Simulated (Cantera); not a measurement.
A freely propagating, adiabatic, planar premixed flame of CH4 : O2 : N2 = 1 : 1.33 : 4.53 (molar parts), equivalence ratio 1.5, unburnt at 723 K and 100.0 Torr; mixture-averaged transport, grid criteria slope 0.08 and curve 0.16, no radiation.

Detailed kinetics in Cantera: GRI-Mech 3.0 (53 species, 325 reactions). Burning velocities carry a grid error of a few per cent, more on coarse grids.

**Question.** Predict: laminar burning velocity; thermal thickness; peak x(C2H2); peak x(C2H).

**Answer.** 
- laminar burning velocity = 165 cm/s
- thermal thickness = 2.40 mm
- peak x(C2H2) = 0.00233
- peak x(C2H) = 5.43e-6
